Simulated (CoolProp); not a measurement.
Properties of isobutene along the isotherm 476.8 K (Tc = 418.1 K, pc = 4.016 MPa, ω = 0.193).

The numbers come from the reference Helmholtz-energy equation of state, Lemmon 2005 in CoolProp. It is a short technical equation, of lower accuracy than the large ones.

| p (MPa) | phase | Z | cp (kJ/(kg K)) | speed of sound (m/s) | isothermal compressibility (1/MPa) | expansivity (1/kK) |
|---|---|---|---|---|---|---|
| 0.127 | gas | 0.9929 | 2.261 | … | 7.931 | 2.148 |
| 0.289 | gas | 0.9837 | 2.271 | 271.2 | 3.518 | 2.215 |
| 0.658 | gas | 0.9624 | 2.294 | 266.2 | 1.580 | … |
| 1.5 | gas | 0.9119 | 2.360 | 254.3 | 0.7343 | 2.843 |
| 3.41 | gas | 0.7863 | 2.601 | 225.6 | 0.3823 | 4.557 |
| 7.75 | supercritical | 0.4904 | 4.081 | 196.7 | … | 13.23 |
| 17.6 | supercritical | 0.6225 | … | 436.5 | 0.01808 | 3.570 |
| 40.2 | supercritical | 1.164 | 2.789 | 723.5 | 0.004911 | 1.692 |

Question: Some entries are withheld; supply them.

Answer: 
- 0.127, speed of sound (m/s): 273.3
- 0.658, expansivity (1/kK): 2.382
- 7.75, isothermal compressibility (1/MPa): 0.2070
- 17.6, cp (kJ/(kg K)): 3.062

The peak of cp marks the crossing from liquid-like to gas-like fluid above the critical point.
